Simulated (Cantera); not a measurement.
An isothermal, constant-pressure homogeneous reactor starts with H₂ : O₂ = 0.013 : 1 (molar parts), at 1450 K and 0.00178 atm. Integrator tolerance rtol = 1e-08.

Computed with Cantera and GRI-Mech 3.0 (53 species, 325 reactions). Radical loss at walls, strong at low pressure, is not modelled.

```json
[
 {"quantity": "x(H₂) at 50.0 s", "before": "1.43e-5 (gas-phase equilibrium 2.91e-7)", "after": "1.88e-5 (gas-phase equilibrium 1.82e-6)"},
 {"quantity": "x(O₂) at 50.0 s", "before": "0.984 (gas-phase equilibrium 0.987)", "after": "0.921 (gas-phase equilibrium 0.922)"},
 {"quantity": "x(OH) at 50.0 s", "before": "0.000897 (gas-phase equilibrium 0.000128)", "after": "0.000995 (gas-phase equilibrium 0.000310)"},
 {"quantity": "x(O) at 50.0 s", "before": "0.00240 (gas-phase equilibrium 4.73e-5)", "after": "0.000473 (gas-phase equilibrium 4.57e-5)"},
 {"quantity": "x(HO₂) at 50.0 s", "before": "2.93e-8 (gas-phase equilibrium 3.16e-8)", "after": "4.45e-8 (gas-phase equilibrium 7.40e-8)"}
]
```

Q: Name the change that produced these shifts.
A) O2 1 to 0.16 parts
B) H2 0.013 to 0.0018 parts
C) pressure from 0.00178 atm to 0.0263 atm
D) pressure from 0.00178 atm to 0.0132 atm

A: A, O2 1 to 0.16 parts
